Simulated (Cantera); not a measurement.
Feed: 1 mol SiH2Cl2, 0.12 mol C3H8, a varied amount of H2, at 1273 K and 58.0 mbar.

Equilibrium computed with Cantera from the NASA thermochemical tables; the gas is ideal and each condensed phase is pure. Candidate condensed phases: C, C6H6, C7H8, C8H18, Si, SiC; 109 gas species. Mutual solubility and eutectic melting of coexisting phases are not modelled. The tables' values for SiCl3 are old estimates; treat these amounts as uncertain. The numbers say what is thermodynamically allowed, not how fast it happens.

log p: log10 of the partial pressure in bar; n: condensed amount in mol.

| n(H2) (mol) | log p H2 | log p HCl | log p SiCl2 | log p SiCl3 | n Si(s) | n SiC(s) |
|---|---|---|---|---|---|---|
| 36 | -1.26 | -2.65 | ? | -4.50 | 0.423 | 0.360 |
| 51 | -1.25 | -2.76 | ? | -4.83 | 0.472 | 0.360 |
| 74 | -1.25 | -2.88 | ? | -5.22 | 0.516 | 0.360 |
| 110 | -1.24 | -3.03 | ? | -5.66 | 0.552 | 0.360 |
| 160 | -1.24 | -3.18 | ? | -6.10 | 0.578 | 0.360 |
| 220 | -1.24 | -3.30 | ? | -6.49 | 0.594 | 0.360 |
| 320 | -1.24 | -3.46 | ? | -6.95 | 0.608 | 0.360 |
| 470 | -1.24 | -3.62 | ? | -7.44 | 0.619 | 0.359 |
| 680 | -1.24 | -3.78 | ? | -7.91 | 0.625 | 0.359 |
| 980 | -1.24 | -3.93 | ? | -8.38 | 0.631 | 0.359 |

Q: Complete the blanks.

A: 
- 36, log p SiCl2: -3.63
- 51, log p SiCl2: -3.85
- 74, log p SiCl2: -4.11
- 110, log p SiCl2: -4.40
- 160, log p SiCl2: -4.70
- 220, log p SiCl2: -4.95
- 320, log p SiCl2: -5.27
- 470, log p SiCl2: -5.59
- 680, log p SiCl2: -5.90
- 980, log p SiCl2: -6.22
